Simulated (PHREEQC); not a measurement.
Ultrapure water in contact with air or piping: an equilibrium model

Synthetic water in mg/L, 25 °C, pH 5.5, pe 12.3:

```tsv
constituent	mg/L
Na	0.306
K	0.346
Ca	0.207
Mg	0.184
Cl	0.635
S(6) as SO4	0.457
Alkalinity as HCO3	1.19
Br	0.0386
Sr	0.00439
Pb	0.2
O(0) (dissolved oxygen)	0.0428
```

Valence states are taken as typed.

All values are PHREEQC results (ion-association model, wateq4f.dat), not measurements.

This is a speciation only: nothing precipitates in the calculation.

Q: What charge-balance error does the model give?

A: charge-balance error 2.2 %.

Q: In which forms is C present?

A: CO2 88 %, HCO3- 12 % of the C.

Complexes and solids missing from the database can't appear.
